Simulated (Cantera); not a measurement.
## Equilibrium for boron, boron nitride and boron oxide: B2O3 + NH3

Input: 1 mol B2O3, 27 mol NH3, held at 10.0 mbar.

These are equilibrium values from Cantera (NASA tables, ideal gas, pure condensed phases), not measurements of a reactor. Candidate condensed phases: B, BN, B2O3, B3O3H3, H2O; 39 gas species. Mutual solubility and eutectic melting of coexisting phases are not modelled. Equilibrium is a limit: real reactors are often held back by kinetics, nucleation or transport.

| T (°C) | x H2 | x N2 | x H | x HBO | x HBO2 | x B2O3 | x BO | x H2O | n BN(s) | n B2O3(l) |
|---|---|---|---|---|---|---|---|---|---|---|
| 602 | 0.749 | 0.250 | 4.34e-10 | 2.01e-10 | 4.11e-7 | <1e-12 | <1e-12 | 0.00102 | 0.0368 | 0.982 |
| 802 | 0.749 | 0.250 | 1.27e-7 | 3.68e-7 | 3.48e-5 | 9.36e-9 | 3.61e-12 | 0.000957 | 0.0351 | 0.982 |
| 1002 | 0.749 | 0.250 | 6.38e-6 | 6.03e-5 | 0.000670 | 9.19e-6 | 1.94e-8 | 0.000875 | 0.0425 | 0.959 |
| 1202 | 0.742 | 0.248 | 0.000112 | 0.00238 | 0.00544 | 0.00129 | 9.70e-6 | 0.000790 | 0.0815 | 0.674 |
| 1402 | 0.724 | 0.245 | 0.000988 | 0.0109 | 0.0108 | 0.00639 | 0.000307 | 0.00103 | 0 | 0 |
| 1602 | 0.717 | 0.245 | 0.00555 | 0.0126 | 0.0112 | 0.00473 | 0.00160 | 0.00223 | 0 | 0 |
| 1802 | 0.699 | 0.242 | 0.0223 | 0.0125 | 0.0106 | 0.00311 | 0.00541 | 0.00420 | 0 | 0 |
x: gas mole fraction; n: condensed amount in mol.

From 602 °C to 1202 °C the condensed part is BN(s) + B2O3(l). From 1402 °C to 1802 °C nothing is condensed. The main B-bearing gas is (HBO2)3 at 602 °C and HBO at 1802 °C.
